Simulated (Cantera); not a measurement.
# Adiabatic ignition

An adiabatic, constant-volume homogeneous reactor starts with 11.5 % H₂, 18.6 % O₂, 69.9 % N₂, equivalence ratio 0.31, at 1725 K and 3080 Torr.

Detailed kinetics in Cantera: the H2/O2 subset of GRI-Mech 3.0, which has no nitrogen chemistry. The hydrogen kinetics of GRI-Mech 3.0 are dated; newer H2 mechanisms differ, most at raised pressure.

```csv
t (s),T (K),P (bar),x H₂,x O₂,x H₂O,x OH,x O,x H₂O₂,x H
5.00e-6,2305,5.29,0.00632,0.123,0.0987,0.0208,0.0188,8.08e-7,0.00814
2.19e-5,2597,5.85,0.00138,0.131,0.114,0.0125,0.00390,8.28e-7,0.000661
9.62e-5,2604,5.87,0.00127,0.131,0.114,0.0121,0.00357,8.74e-7,0.000578
0.000422,2604,5.87,0.00127,0.131,0.114,0.0121,0.00357,8.74e-7,0.000578
0.00185,2604,5.87,0.00127,0.131,0.114,0.0121,0.00357,8.74e-7,0.000578
0.00811,2604,5.87,0.00127,0.131,0.114,0.0121,0.00357,8.74e-7,0.000578
0.0356,2604,5.87,0.00127,0.131,0.114,0.0121,0.00357,8.74e-7,0.000578
0.156,2604,5.87,0.00127,0.131,0.114,0.0121,0.00357,8.74e-7,0.000578
0.684,2604,5.87,0.00127,0.131,0.114,0.0121,0.00357,8.74e-7,0.000578
3.00,2604,5.87,0.00127,0.131,0.114,0.0121,0.00357,8.74e-7,0.000578
```
x: mole fraction; the columns are a selection and need not sum to one.

```
Item                                                                Result
---------------------------------  ---------------------------------------
time of steepest temperature rise                                  2.19 µs
temperature at 3.00 s                                               2604 K
equilibrium temperature                                             2604 K
x(H₂) at 3.00 s                    0.00127 (gas-phase equilibrium 0.00127)
x(O₂) at 3.00 s                        0.131 (gas-phase equilibrium 0.131)
x(H₂O) at 3.00 s                       0.114 (gas-phase equilibrium 0.114)
```
